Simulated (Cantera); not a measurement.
Input: 1 mol CH3Cl, at 2050 K and 1.33 mbar.

Cantera equilibrium calculation (NASA polynomials, part measured and part estimated; ideal gas, pure solids and liquids). Candidate condensed phases: C, C6H6, C7H8, C8H18; 91 gas species. Kinetics and transport are ignored.

Base state: H2 0.475, HCl 0.452, H 0.0428, Cl 0.0301, C2H2 (acetylene) 0.000504 (mole fractions); condensed: C(graphite).

### Question
What changes in the equilibrium state with this change: CH3Cl replaced by CH3F?

### Answer
```
species             before     after
----------------  --------  --------
HF                       0     0.489
H2                   0.475     0.468
H                   0.0428    0.0425
HCl                  0.452         0
Cl                  0.0301         0
F                        0   2.23e-5
C2H2 (acetylene)  0.000504  0.000496
C(graphite), mol     0.998     0.998
```
